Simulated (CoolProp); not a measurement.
Vapour-liquid equilibrium of C2F6 (R116) (1) + propylene (2) at 252.3 K; x and y are mole fractions of (1).

Model: multi-fluid Helmholtz-energy mixture model, Lemmon 2006 and Lemmon 2013; pair parameters Bell 2016, in CoolProp.

| x | bubble pressure (bar) | y at the bubble point | dew pressure at overall composition x (bar) | liquid density (mol/L) |
|---|---|---|---|---|
| 0.05 | 5.088 | 0.414 | 3.126 | 13.37 |
| 0.15 | 7.567 | 0.612 | 3.502 | 12.78 |
| 0.25 | 8.678 | … | … | 12.21 |
| 0.35 | 9.195 | 0.695 | … | 11.67 |
| 0.45 | 9.508 | 0.713 | 5.420 | 11.17 |
| 0.55 | 9.776 | 0.733 | 6.589 | … |
| 0.65 | … | 0.760 | 8.285 | … |
| 0.75 | 10.27 | 0.799 | … | … |
| 0.85 | 10.41 | 0.857 | 10.40 | 9.719 |
| 0.95 | 10.35 | 0.943 | 10.33 | 9.513 |

Some entries are withheld; supply them.


- 0.25, y at the bubble point: 0.669
- 0.25, dew pressure at overall composition x (bar): 3.975
- 0.35, dew pressure at overall composition x (bar): 4.590
- 0.55, liquid density (mol/L): 10.72
- 0.65, bubble pressure (bar): 10.04
- 0.65, liquid density (mol/L): 10.32
- 0.75, dew pressure at overall composition x (bar): 9.955
- 0.75, liquid density (mol/L): 9.988

y crosses x between x = 0.85 and 0.95: the model has an azeotrope there.

The pair parameters rest on a limited set of measurements; away from them the model extrapolates. With so large a gap from Raoult's law the liquid may split in two, which this calculation doesn't test in full.
